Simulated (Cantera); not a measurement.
**Equilibrium for silicon oxide and oxynitride deposition: SiH₂Cl₂ + O₃ + N₂**

A closed system holds: 1 mol SiH₂Cl₂, 2.3 mol O₃, 21 mol N₂, equilibrated at 1573 K.

These are equilibrium values from Cantera (NASA tables, ideal gas, pure condensed phases), not measurements of a reactor. Candidate condensed phases: H₂O, NH₄Cl, Si, SiO₂, Si₂N₂O, Si₃N₄; 47 gas species. The tables hold silica as quartz up to 1696 K and as liquid above; real silica turns to tridymite and cristobalite and melts near 1996 K. Kinetics and transport are ignored.

From 5.00 Pa to 1.00 bar the condensed part is SiO₂(β-quartz).

```tsv
P (Pa)	x N₂	x O₂	x HCl	x Cl	x H₂O	n SiO₂(β-quartz)
5	0.817	0.0862	0.0446	0.0332	0.0163	1.000
21	0.819	0.0878	0.0498	0.0282	0.0139	1.000
85	0.820	0.0891	0.0543	0.0237	0.0118	1.000
350	0.821	0.0902	0.0583	0.0195	0.00985	1.00
1400	0.821	0.0911	0.0616	0.0159	0.00831	1.00
5900	0.822	0.0918	0.0639	0.0124	0.00721	1.00
24000	0.824	0.0921	0.0648	0.00910	0.00683	1.00
100000	0.825	0.0920	0.0640	0.00609	0.00730	1.00
```
x: gas mole fraction; n: condensed amount in mol.
